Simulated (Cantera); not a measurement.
A counterflow diffusion flame at 2.20 bar, nozzles 20 mm apart: fuel side 92.0 % CH₄, 8.00 % C₂H₆ at 623 K, oxidiser side 20.0 % O₂, 80.0 % N₂ at 600 K, fuel mass flux 0.8 times the oxidiser's; mixture-averaged transport, no radiation.

Model: GRI-Mech 3.0 (53 species, 325 reactions), integrated in Cantera. GRI-Mech 3.0 has no aromatics or soot, which form on the fuel side of real flames. The maximum strain rate includes the flame's own expansion and is several times the mean.

x: mole fraction; the columns are a selection and need not sum to one.

```tsv
oxidiser flux (kg/m²/s)	max strain (1/s)	mean strain (1/s)	T max (K)	peak x OH	peak x H	peak x NO	peak x CO	peak x C₂H₂
0.55	216	51.8	2213	0.00740	0.00288	0.000336	0.0530	0.0199
0.83	313	78.2	2195	0.00754	0.00309	0.000312	0.0517	0.0185
1.3	473	122	2177	0.00766	0.00333	0.000284	0.0506	0.0171
1.9	___	179	2161	0.00770	0.00352	___	0.0501	0.0158
2.9	990	273	2140	0.00763	0.00370	0.000216	0.0496	0.0141
4.4	1460	415	2114	0.00741	0.00383	0.000173	0.0494	0.0124
6.7	2160	631	2083	0.00702	0.00385	0.000126	0.0495	0.0105
10	___	942	2041	___	0.00370	___	0.0500	___
```

Q: Complete the blanks.

A: 
- 1.9, max strain (1/s): 670
- 1.9, peak x NO: 0.000255
- 10, max strain (1/s): 3140
- 10, peak x OH: 0.00636
- 10, peak x NO: 8.04e-5
- 10, peak x C₂H₂: 0.00834
